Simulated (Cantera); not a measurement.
A freely propagating, adiabatic, planar premixed flame of H₂ : O₂ : N₂ = 1 : 0.575 : 2.16 (molar parts), unburnt at 648 K and 100000 Pa; mixture-averaged transport, grid criteria slope 0.08 and curve 0.16, no radiation.

Computed with Cantera and the H2/O2 subset of GRI-Mech 3.0, which has no nitrogen chemistry. Burning velocities carry a grid error of a few per cent, more on coarse grids.

Task: Predict: laminar burning velocity; thermal thickness; peak x(H); peak x(HO₂); peak x(O).

Result: 
```json
{
  "laminar_burning_velocity": "780 cm/s",
  "thermal_thickness": "0.480 mm",
  "peak x(H)": "0.0513",
  "peak x(HO₂)": "0.000264",
  "peak x(O)": "0.0154"
}
```
